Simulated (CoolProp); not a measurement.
Decamethylcyclopentasiloxane (D5) along the isobar 0.805 MPa: Z from the reference equation and from simpler models built on Tc = 618.3 K, pc = 1.078 MPa, ω = 0.631; each cubic takes its own stable root.

Values from CoolProp's reference Helmholtz-energy equation of state, Thol 2019.

| T (K) | phase | reference |
|---|---|---|
| 529.1 | liquid | 0.09920 |
| 536.8 | liquid | 0.09960 |
| 544.5 | liquid | 0.1002 |
| 552.2 | liquid | 0.1009 |
| 559.8 | liquid | 0.1019 |
| 567.5 | liquid | 0.1032 |
| 575.2 | liquid | 0.1050 |
| 582.9 | liquid | 0.1075 |
| 590.6 | liquid | 0.1110 |

Q: How far does each simpler model (van der Waals, Redlich-Kwong, Soave-Redlich-Kwong, Peng-Robinson) lie from the reference over these 9 states: mean and median of the absolute difference, and the worst?

A: 
- van der Waals: mean 168.4 %, median 81.0 %, worst +477.7 % at 590.6 K and 0.805 MPa
- Redlich-Kwong: mean 76.5 %, median 33.4 %, worst +421.4 % at 590.6 K and 0.805 MPa
- Soave-Redlich-Kwong: mean 20.3 %, median 19.5 %, worst +26.8 % at 590.6 K and 0.805 MPa
- Peng-Robinson: mean 6.5 %, median 5.7 %, worst +12.7 % at 590.6 K and 0.805 MPa

At some of these states van der Waals, Redlich-Kwong gives the other phase, because its saturation line lies elsewhere.
